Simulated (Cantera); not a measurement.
A perfectly stirred reactor is fed with CH4 : C2H6 : C3H8 : O2 : N2 = 1 : 0.061 : 0.66 : 9.19 : 34.9 (molar parts), at 2.07 atm; it is adiabatic with a 650 K inlet, and is followed from long to short residence time, starting on the burning branch (τ in s: 0.054, 0.023, 0.01, 0.0043, 0.0019, 0.00081, 0.00035, 0.00015, 6.4e-05, 2.8e-05).

Computed with Cantera and GRI-Mech 3.0 (53 species, 325 reactions). GRI-Mech 3.0 was tuned for natural gas; its chemistry of propane as a main component is partial and can be far from experiment.

Question: What does this change do: pressure from 2.07 atm to 0.316 atm?

Answer: 
```json
[
 {"quantity": "blow-out, bracketed by the residence times tried", "before": "burning at 64.0 µs, out at 28.0 µs", "after": "burning at 0.350 ms, out at 0.150 ms"},
 {"quantity": "x(CH4) at τ = 54.0 ms", "before": "2.55e-6", "after": "4.36e-6"},
 {"quantity": "x(C2H6) at τ = 54.0 ms", "before": "2.86e-8", "after": "6.12e-8"},
 {"quantity": "x(C3H8) at τ = 54.0 ms", "before": "2.95e-7", "after": "6.36e-7"},
 {"quantity": "x(NO) at τ = 54.0 ms", "before": "9.16e-5", "after": "7.99e-5"},
 {"quantity": "x(CH2) at τ = 54.0 ms", "before": "2.95e-8", "after": "1.02e-7"},
 {"quantity": "x(CH4) at τ = 0.810 ms", "before": "4.28e-5", "after": "0.000121"},
 {"quantity": "x(C2H6) at τ = 0.810 ms", "before": "6.58e-7", "after": "1.83e-6"},
 {"quantity": "x(C3H8) at τ = 0.810 ms", "before": "6.80e-6", "after": "1.69e-5"},
 {"quantity": "x(NO) at τ = 0.810 ms", "before": "1.99e-5", "after": "7.88e-6"},
 {"quantity": "x(CH2) at τ = 0.810 ms", "before": "9.02e-7", "after": "1.78e-6"}
]
```

Question: What does this change do: 0.27 parts H2 added?

Answer: 
```tsv
quantity	before	after
blow-out, bracketed by the residence times tried	burning at 64.0 µs, out at 28.0 µs	burning at 64.0 µs, out at 28.0 µs
x(CH4) at τ = 54.0 ms	2.55e-6	2.24e-6
x(C2H6) at τ = 54.0 ms	2.86e-8	2.42e-8
x(C3H8) at τ = 54.0 ms	2.95e-7	2.52e-7
x(NO) at τ = 54.0 ms	9.16e-5	0.000128
x(CH2) at τ = 54.0 ms	2.95e-8	3.05e-8
x(CH4) at τ = 0.810 ms	4.28e-5	3.85e-5
x(C2H6) at τ = 0.810 ms	6.58e-7	5.88e-7
x(C3H8) at τ = 0.810 ms	6.80e-6	6.06e-6
x(NO) at τ = 0.810 ms	1.99e-5	2.47e-5
x(CH2) at τ = 0.810 ms	9.02e-7	9.24e-7
```

Question: What does this change do: 0.49 parts CO2 added?

Answer: 
```tsv
quantity	before	after
blow-out, bracketed by the residence times tried	burning at 64.0 µs, out at 28.0 µs	burning at 64.0 µs, out at 28.0 µs
x(CH4) at τ = 54.0 ms	2.55e-6	2.72e-6
x(C2H6) at τ = 54.0 ms	2.86e-8	3.13e-8
x(C3H8) at τ = 54.0 ms	2.95e-7	3.21e-7
x(NO) at τ = 54.0 ms	9.16e-5	7.27e-5
x(CH2) at τ = 54.0 ms	2.95e-8	2.92e-8
x(CH4) at τ = 0.810 ms	4.28e-5	4.55e-5
x(C2H6) at τ = 0.810 ms	6.58e-7	7.01e-7
x(C3H8) at τ = 0.810 ms	6.80e-6	7.26e-6
x(NO) at τ = 0.810 ms	1.99e-5	1.72e-5
x(CH2) at τ = 0.810 ms	9.02e-7	8.97e-7
```
